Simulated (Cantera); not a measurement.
Feed: 1 mol SiC, 0.0017 mol H2O, 4.9 mol N2, at 677 °C and 1650 Torr.

Cantera equilibrium calculation (NASA polynomials, part measured and part estimated; ideal gas, pure solids and liquids). Candidate condensed phases: C, C6H6, C7H8, C8H18, H2O, Si, SiC, SiO2, Si2N2O, Si3N4; 151 gas species. N2 is the only nitrogen source here; it is nearly inert below about 1500 K, so the nitride shown seldom forms there in practice. Kinetics and transport are ignored.

Base state: N2 1.000, H2 0.000401 (mole fractions); condensed: C(graphite) + Si2N2O(s) + Si3N4(s).

### Question
What changes in the equilibrium state with this change: H2O from 0.0017 to 0.067 mol?

### Answer
```csv
species,before,after
N2,1.000,0.985
H2,0.000401,0.0153
CH4,5.94e-8,8.66e-5
"C(graphite), mol",1.00,1.000
"Si2N2O(s), mol",0.00170,0.0670
"Si3N4(s), mol",0.332,0.289
```

### Question
What changes in the equilibrium state with this change: temperature from 677 °C to 1752 °C?

### Answer
```
species             before     after
----------------  --------  --------
N2                   1.000     0.999
CO                   <1e-9  0.000306
H2                0.000401  0.000295
SiO                  <1e-9   4.06e-5
H                    <1e-9   2.23e-5
HCN                4.47e-8   7.61e-5
C(graphite), mol      1.00         0
Si2N2O(s), mol     0.00170         0
Si3N4(s), mol        0.332  0.000551
SiC(s), mol              0     0.998
```
Mutual solubility and eutectic melting of coexisting phases are not modelled.
